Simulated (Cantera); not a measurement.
A perfectly stirred reactor is fed with CO : H₂ : O₂ : N₂ = 1 : 0.43 : 1.05 : 3.95 (molar parts), equivalence ratio 0.68, at 10.0 bar; it is adiabatic with a 300 K inlet, and is followed from long to short residence time, starting on the burning branch (τ in s: 0.036, 0.016, 0.0072, 0.0032, 0.0014, 0.00063, 0.00028, 0.00013, 5.6e-05, 2.5e-05).

Model: GRI-Mech 3.0 (53 species, 325 reactions), integrated in Cantera. The hydrogen kinetics of GRI-Mech 3.0 are dated; newer H2 mechanisms differ, most at raised pressure.

One state of this run: T (K) = 1928; x CO = 0.0195; x H₂ = 0.00119; x O₂ = 0.0666; x O = 0.00166; x HO₂ = 3.67e-5. x: mole fraction; the columns are a selection and need not sum to one.

Q: Which value of τ (s) does it belong to?
(A) 0.0032
(B) 0.0072
(C) 0.016
(D) 0.00013

A: D, 0.00013
